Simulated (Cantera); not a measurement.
Charge: 1 mol CH3SiCl3, 1.4 mol C2H4, 130 mol H2, equilibrated at 0.380 bar.

Cantera equilibrium calculation (NASA polynomials, part measured and part estimated; ideal gas, pure solids and liquids). Candidate condensed phases: C, C6H6, C7H8, C8H18, Si, SiC; 109 gas species. The feed counts by its element totals alone. Kinetics and transport are ignored. All values below are at 1575 °C.

Base state: H2 0.977, HCl 0.0220, H 0.000850, C2H2 (acetylene) 0.000251, CH4 0.000239, SiCl2 4.28e-5, Cl 1.45e-5 (mole fractions); condensed: C(graphite) + SiC(s).

**Question.** What changes in the equilibrium state with this change: pressure from 0.380 bar to 0.160 bar?

**Answer.** 
```tsv
species	before	after
H2	0.977	0.976
HCl	0.0220	0.0220
H	0.000850	0.00131
CH4	0.000239	0.000100
SiCl2	4.28e-5	4.27e-5
Cl	1.45e-5	2.24e-5
C2H2 (acetylene)	0.000251	0.000251
C(graphite), mol	2.70	2.72
SiC(s), mol	0.994	0.994
```
